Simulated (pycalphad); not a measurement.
CALPHAD calculation (pycalphad, COST 507 light-alloy database (1999)), 1 atm. The data set is of 1999 and partly superseded. Phase fractions are per mole of atoms.

**Question.** Give the equilibrium state of Si-96.67Al (wt.%) at 650 K.

**Answer.** fcc, fraction 0.970, with 99.81 Al wt.%; diamond (Si), fraction 0.030, with <0.01 Al wt.%.
